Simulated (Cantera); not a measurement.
Cantera run:

```python
import numpy as np
import cantera as ct

gas_names = """
    H HNO HNO2 HNO3 HO2 H2 H2O H2O2 N NH NH2 NH3 NH2OH NO NO2 NO3 N2 N2H2 N2H4 N2O O OH O2 O3 Si SiH
    SiH2 SiH3 SiH4 SiN SiO SiO2 Si2 Si2N Si3
""".split()
cond_names = """
    H2O(s) H2O(L) Si(cr) Si(L) SiO2(Lqz) SiO2(hqz) SiO2(L) Si2N2O(s) Si3N4(a)
""".split()


def load(file, names, dense=False):
    # The tables refer to 1 bar. Condensed volumes are neglected.
    table = {s.name: s for s in ct.Species.list_from_file(file)}
    out = []
    for n in names:
        d = dict(table[n].input_data)
        d["thermo"] = dict(d["thermo"], **{"reference-pressure": 1e5})
        if dense:
            d["equation-of-state"] = {"model": "constant-volume", "density": "1e6 g/cm^3"}
        out.append(ct.Species.from_dict(d))
    return out


gas = ct.Solution(thermo="ideal-gas", species=load("nasa_gas.yaml", gas_names))
cond = {s.name: ct.Solution(thermo="fixed-stoichiometry", species=[s], name=s.name)
        for s in load("nasa_condensed.yaml", cond_names, dense=True)}
atoms = {
    'Si2H6': {'Si': 2, 'H': 6},
    'NO': {'N': 1, 'O': 1},
    'H2': {'H': 2},
}
top_T = {'Si2N2O(s)': 2100, 'Si3N4(a)': 2400}  # K; cautious upper limits of use, not melting points


def equilibrate(T, P, feed):
    n = {}
    for name, mol in feed.items():
        for a, k in atoms[name].items():
            n[a] = n.get(a, 0.0) + k * mol
    gas.TPX = T, P, n
    mass = sum(n.values()) * gas.mean_molecular_weight
    gas.equilibrate("TP")
    valid = [c for c in cond.values() if c.min_temp <= T <= top_T.get(c.name, c.max_temp)]
    mix = ct.Mixture([(gas, mass / gas.mean_molecular_weight)] + [(c, 0.0) for c in valid])
    mix.T, mix.P = T, P
    mix.equilibrate("TP", solver="vcs", rtol=1e-11, max_steps=5000)
    return mix


results = []
feed = {'Si2H6': 1, 'NO': 1.9, 'H2': 2.3}  # mol
T = 598  # K
P = 1000  # Pa
mix = equilibrate(T, P, feed)
results.append((T, P, feed, dict(zip(mix.species_names, mix.species_moles))))
x = sorted(zip(gas.X, gas.species_names), reverse=True)
print(f"T = {T:g} K  P = {P:g} Pa  gas = {mix.phase_moles(0):.4g} mol")
print("   x: " + "  ".join(f"{s} {v:.3e}" for v, s in x if v > 0.0001))
print("   condensed (mol): " + ("  ".join(f"{mix.phase(i).name} {mix.phase_moles(i):.4g}"
      for i in range(1, mix.n_phases) if mix.phase_moles(i) > 1e-12) or "none"))
```

Result:

```
T = 598 K  P = 1000 Pa  gas = 5.55 mol
   x: H2 9.549e-01  N2 4.501e-02
   condensed (mol): SiO2(Lqz) 0.6  Si2N2O(s) 0.7
```

Equilibrium computed with Cantera from the NASA thermochemical tables; the gas is ideal and each condensed phase is pure. The feed counts by its element totals alone.
